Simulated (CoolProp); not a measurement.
Vapour-liquid equilibrium of o-xylene (1) + n-decane (2) at 58.75 °C; x and y are mole fractions of (1).

Computed with CoolProp (multi-fluid Helmholtz-energy mixture model, Zhou 2012 and Lemmon 2006; pair parameters Bell 2016).

| x | bubble pressure, mixture model (MPa) | bubble pressure, Raoult's law (MPa) | y, mixture model | y, Raoult's law |
|---|---|---|---|---|
| 0.05 | 0.001616 | 0.001613 | ___ | 0.160 |
| 0.2 | 0.002187 | 0.002172 | ___ | 0.474 |
| 0.35 | 0.002757 | 0.002731 | 0.663 | 0.660 |
| 0.5 | ___ | 0.003290 | 0.784 | 0.783 |
| 0.65 | 0.003872 | 0.003849 | 0.869 | 0.870 |
| 0.8 | 0.004421 | 0.004408 | 0.934 | 0.935 |
| 0.95 | 0.004969 | 0.004967 | ___ | 0.986 |

Task: What belongs in the gaps?

Result: 
- 0.05, y, mixture model: 0.161
- 0.2, y, mixture model: 0.478
- 0.5, bubble pressure, mixture model (MPa): 0.003319
- 0.95, y, mixture model: 0.985

The largest gap from Raoult's law is +1.0 % in bubble pressure, at x = 0.35. No azeotrope shows between x = 0.05 and 0.95.

The pair parameters rest on a limited set of measurements; away from them the model extrapolates.
